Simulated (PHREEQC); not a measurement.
## Alkaline etch or developer: an equilibrium model

Dissolve 73 mmol/kgw NH3 and 0.052 mmol/kgw K2CO3 at 25 °C. Closed to the air; pH follows from the charge balance.

All values are PHREEQC results (ion-association model, wateq4f.dat), not measurements.

Each row changes one thing in this solution. This is a speciation only: nothing precipitates in the calculation.

```json
[
 {"case": "as made", "pH": "11.05", "ionic strength (mol/kgw)": "0.00131"},
 {"case": "NH3 replaced by (NH4)2SO4 at the same molality", "pH": "6.19", "ionic strength (mol/kgw)": "0.171"},
 {"case": "NH3 left out", "pH": "9.63", "ionic strength (mol/kgw)": "0.000113"},
 {"case": "NH3 from 0.073 to 0.365 mol/kgw", "pH": "11.40", "ionic strength (mol/kgw)": "0.00282"},
 {"case": "temperature from 25 to 20 °C", "pH": "11.21", "ionic strength (mol/kgw)": "0.00130"},
 {"case": "K2CO3 from 5.2e-05 to 1.04e-05 mol/kgw", "pH": "11.05", "ionic strength (mol/kgw)": "0.00120"},
 {"case": "K2CO3 left out", "pH": "11.05", "ionic strength (mol/kgw)": "0.00117"},
 {"case": "diluted 100-fold with water", "pH": "10.02", "ionic strength (mol/kgw)": "0.000107"}
]
```
